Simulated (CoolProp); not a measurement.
Saturation properties of R115 (Tc = 80.0 °C, pc = 3129 kPa, ω = 0.248).

Model: reference Helmholtz-energy equation of state, Lemmon 2016, in CoolProp.

```tsv
T (°C)	p (kPa)	enthalpy of vaporisation (kJ/kg)	liquid cp (kJ/(kg K))
-29.85	151.2	121.7	…
-25.55	179.6	120.0	0.9603
-21.25	211.9	118.2	…
-16.85	249.4	…	0.9792
-12.55	290.7	…	…
-8.25	336.9	112.4	0.9998
-3.85	389.8	…	1.011
0.45	447.2	108.1	1.023
4.75	510.7	…	…
```

### Question
What belongs in the gaps?

### Answer

- -29.85, liquid cp (kJ/(kg K)): 0.9517
- -21.25, liquid cp (kJ/(kg K)): 0.9694
- -16.85, enthalpy of vaporisation (kJ/kg): 116.3
- -12.55, enthalpy of vaporisation (kJ/kg): 114.4
- -12.55, liquid cp (kJ/(kg K)): 0.9892
- -3.85, enthalpy of vaporisation (kJ/kg): 110.3
- 4.75, enthalpy of vaporisation (kJ/kg): 105.9
- 4.75, liquid cp (kJ/(kg K)): 1.036

It boils at -39.2 °C under 1 atm.
